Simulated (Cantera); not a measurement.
## Ignition delay

Mixture: CH4 : O2 : N2 : CO2 = 1 : 2.35 : 8.85 : 3.5 (molar parts), equivalence ratio 0.85, at 1.01 bar, adiabatic and at constant pressure. Ignition delay is the time to a rise of 400 K.

Model: GRI-Mech 3.0 (53 species, 325 reactions), integrated in Cantera.

```
T0 (K)  delay (ms)
------  ----------
1025           906
1125           184
1225          43.7
1325          11.8
1425          3.58
1525          1.24
1625         0.500
1725         0.233
1825         0.122
```

- apparent activation energy between 1625 and 1825 K: 170 kJ/mol
